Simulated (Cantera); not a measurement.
Input (Python, Cantera) and output of one run.

```python
import numpy as np
import cantera as ct

gas_names = """
    CL CL2 H HCL H2 N NH NH2 NH3 N2 N2H2 N2H4 Si SiCL SiCL2 SiCL3 SiCL4 SiH SiHCL3 SiH2 SiH2CL2 SiH3
    SiH3CL SiH4 SiN Si2 Si2N Si3
""".split()
cond_names = """
    NH4CL(a) NH4CL(b) Si(cr) Si(L) Si3N4(a)
""".split()


# ... load() reads the species with a 1 bar reference pressure and builds the phases ...
atoms = {
    'SiH2Cl2': {'Si': 1, 'H': 2, 'CL': 2},
    'N2': {'N': 2},
    'H2': {'H': 2},
}
top_T = {'Si3N4(a)': 2400}  # K; cautious upper limits of use, not melting points


# ... equilibrate(T, P, feed) seeds the gas with the atoms and calls Mixture.equilibrate('TP', solver="vcs", rtol=1e-11, max_steps=5000) ...
results = []
feed = {'SiH2Cl2': 1, 'N2': 3.3, 'H2': 1.7}  # mol
T = 1550  # K
P = 1333.22  # Pa
mix = equilibrate(T, P, feed)
results.append((T, P, feed, dict(zip(mix.species_names, mix.species_moles))))
print(gas.report(threshold=1e-06))
for i in range(1, mix.n_phases):
    print(f"{mix.phase(i).name:16s} {mix.phase_moles(i):12.5e} mol")
```

It prints:

```
       temperature   1550 K
          pressure   1333.2 Pa
           density   0.0025958 kg/m^3
  mean mol. weight   25.092 kg/kmol
   phase of matter   gas

                          1 kg             1 kmol
                     ---------------   ---------------
          enthalpy        4.9456e+05        1.2409e+07  J
   internal energy            -19050         -4.78e+05  J
           entropy             10933        2.7434e+05  J/K
    Gibbs function       -1.6452e+07       -4.1282e+08  J
 heat capacity c_p            1400.9             35152  J/K
 heat capacity c_v            1069.6             26837  J/K

                      mass frac. Y      mole frac. X     chem. pot. / RT
                     ---------------   ---------------   ---------------
                CL        0.00012019        8.5069e-05           -26.414
                 H        6.0687e-06        0.00015107           -12.099
               HCL            0.3144           0.21638           -38.513
                H2          0.024645           0.30674           -24.198
                N2           0.48404           0.43355           -31.267
              SiCL        1.0548e-05        4.1657e-06           -33.649
             SiCL2           0.15388          0.039008           -60.063
             SiCL3          0.017207         0.0032117           -86.478
             SiCL4         0.0049871         0.0007366           -112.89
            SiHCL3        0.00069304        0.00012839           -98.577
           SiH2CL2        1.4692e-05        3.6501e-06           -84.262
     [  +17 minor]        5.3822e-07         4.315e-07

Si(cr)            0.00000e+00 mol
Si3N4(a)          2.39895e-01 mol
```

Equilibrium computed with Cantera from the NASA thermochemical tables; the gas is ideal and each condensed phase is pure. The tables' values for SiCl3 are old estimates; treat these amounts as uncertain.
